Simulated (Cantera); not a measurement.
A perfectly stirred reactor is fed with CH4 : H2 : O2 : N2 = 1 : 0.094 : 1.71 : 6.41 (molar parts), equivalence ratio 1.2, at 10.9 atm; it is adiabatic with a 423 K inlet, and is followed from long to short residence time, starting on the burning branch (τ in s: 0.057, 0.025, 0.011, 0.0047, 0.0021, 0.00089, 0.00039, 0.00017, 7.4e-05).

Cantera simulation using GRI-Mech 3.0 (53 species, 325 reactions); the numbers are that mechanism's predictions, not measurements.

Task: Predict: blow-out, bracketed by the residence times tried; x(CH4) at τ = 57.0 ms; x(H2) at τ = 57.0 ms; x(O2) at τ = 57.0 ms; x(NO) at τ = 57.0 ms; x(CH4) at τ = 2.10 ms; x(H2) at τ = 2.10 ms; x(O2) at τ = 2.10 ms; x(NO) at τ = 2.10 ms; x(C2H) at τ = 2.10 ms.

Result: 
```
Property                                                                           Value
------------------------------------------------  --------------------------------------
blow-out, bracketed by the residence times tried  burning at 74.0 µs, the shortest tried
x(CH4) at τ = 57.0 ms                                                            2.44e-5
x(H2) at τ = 57.0 ms                                                              0.0264
x(O2) at τ = 57.0 ms                                                             5.02e-5
x(NO) at τ = 57.0 ms                                                            0.000136
x(CH4) at τ = 2.10 ms                                                           0.000197
x(H2) at τ = 2.10 ms                                                              0.0262
x(O2) at τ = 2.10 ms                                                            0.000583
x(NO) at τ = 2.10 ms                                                            0.000243
x(C2H) at τ = 2.10 ms                                                            1.12e-8
```
